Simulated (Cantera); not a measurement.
## Equilibrium for carbothermic reduction: Cu2O + C + CO

Feed: 1 mol Cu2O, a varied amount of C, 0.011 mol CO, at 2075 K and 0.000410 bar.

These are equilibrium values from Cantera (NASA tables, ideal gas, pure condensed phases), not measurements of a reactor. Candidate condensed phases: C, Cu, CuO, Cu2O; 15 gas species. Kinetics and transport are ignored.

```
n(C) (mol)  log p Cu  log p CO  log p CO2  log p O  log p O2  log p Cu2  log p CuO  log p C3  n C(graphite)
----------  --------  --------  ---------  -------  --------  ---------  ---------  --------  -------------
0.8            -3.54     -4.04      -4.57    -6.07     -6.28      -7.28      -7.68      <-15              0
1.1            -3.56     -3.86     -12.46   -14.15      <-15      -7.33       <-15     -9.78         0.1000
1.5            -3.56     -3.86     -12.46   -14.15      <-15      -7.33       <-15     -9.78          0.500
2              -3.56     -3.86     -12.46   -14.15      <-15      -7.33       <-15     -9.78          1.000
2.7            -3.56     -3.86     -12.46   -14.15      <-15      -7.33       <-15     -9.78           1.70
3.7            -3.56     -3.86     -12.46   -14.15      <-15      -7.33       <-15     -9.78           2.70
5              -3.56     -3.86     -12.46   -14.15      <-15      -7.33       <-15     -9.78           4.00
```
log p: log10 of the partial pressure in bar; n: condensed amount in mol.

At 0.8 mol C nothing is condensed. From 1.1 mol C to 5 mol C the condensed part is C(graphite). The main Cu-bearing gas is Cu throughout.
